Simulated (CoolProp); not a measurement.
Computed with CoolProp (reference Helmholtz-energy equation of state, McLinden 2020).

Question: For R1336mzz(Z), give the phase and the density (kg/m³), Joule-Thomson coefficient (K/MPa), isothermal compressibility (1/MPa), expansivity (1/kK) at 460.3 K and 3.63 MPa.

Answer: 
- 460.3 K and 3.63 MPa: supercritical; density 436, Joule-Thomson coefficient 14.8, isothermal compressibility 1.28, expansivity 58.3
